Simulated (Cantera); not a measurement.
Feed: 1 mol Si, 7 mol Br2, 63 mol H2, held at 7.50 Torr.

Method: chemical equilibrium by Gibbs-energy minimisation in Cantera with the NASA 1993 tables (ideal gas, pure condensed phases). Candidate condensed phases: Br2, Si; 19 gas species. The tables' values for SiBr3 are old estimates; treat these amounts as uncertain. Kinetics and transport are ignored.

x: gas mole fraction; nothing condenses.

```csv
T (°C),x H2,x HBr,x SiBr4,x SiBr2,x SiBr3,x SiHBr3
200,0.841,0.145,0.0145,<1e-12,<1e-12,2.31e-8
275,0.841,0.145,0.0145,<1e-12,3.29e-12,?
350,0.841,0.145,0.0145,<1e-12,3.34e-10,1.99e-6
425,0.841,0.145,0.0145,7.29e-11,1.24e-8,8.79e-6
500,0.841,0.145,0.0145,8.24e-9,2.25e-7,2.88e-5
575,0.841,0.145,0.0144,3.96e-7,2.42e-6,7.56e-5
650,0.840,0.145,0.0143,9.94e-6,1.74e-5,0.000168
725,0.840,0.146,0.0139,?,9.09e-5,?
800,0.837,0.148,0.0123,0.00132,0.000333,0.000501
875,0.829,0.156,0.00767,0.00555,0.000684,0.000487
950,0.820,0.165,0.00280,0.0106,0.000700,0.000259
1025,0.816,0.169,0.000755,0.0130,0.000483,0.000100
```

Question: Fill in the missing entries.

Answer: 
- 725, x SiBr2: 0.000148
- 725, x SiHBr3: 0.000322
- 275, x SiHBr3: 2.95e-7
